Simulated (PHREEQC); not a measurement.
Consider water at 20 °C with 54 mmol/kgw HF, 0.072 mmol/kgw NH4F and 4.9 mmol/kgw H3PO4. Closed to the air; pH follows from the charge balance.

The numbers come from PHREEQC with the ion-association model, phreeqc.dat.

This is a speciation only: nothing precipitates in the calculation.

What pH does the model give?

pH 2.12.

In which forms is P present?

H2PO4- 51 %, H3PO4 49 % of the P.

Species that the database lacks are ignored.
